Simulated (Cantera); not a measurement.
Feed: 1 mol Fe2O3, 0.088 mol H2S, 2.2 mol O2, held at 900 °C and 135 Torr.

Cantera equilibrium calculation (NASA polynomials, part measured and part estimated; ideal gas, pure solids and liquids). Candidate condensed phases: Fe, FeO, Fe(OH)2, Fe(OH)3, FeS, FeSO4, FeS2, Fe2O3, Fe2(SO4)3, Fe3O4, H2O, H2SO4, S; 22 gas species. Rates play no part.

Base state: O2 0.921, H2O 0.0393, SO2 0.0348, SO3 0.00455 (mole fractions); condensed: Fe2O3(s).

Task: What changes in the equilibrium state with this change: temperature from 900 °C to 425 °C?

Result: 
| species | before | after |
|---|---|---|
| O2 | 0.921 | 0.958 |
| H2O | 0.0393 | 0.0417 |
| SO3 | 0.00455 | 0.000106 |
| SO2 | 0.0348 | 8.53e-7 |
| Fe2O3(s), mol | 1.00 | 0.971 |
| Fe2(SO4)3(s), mol | 0 | 0.0293 |
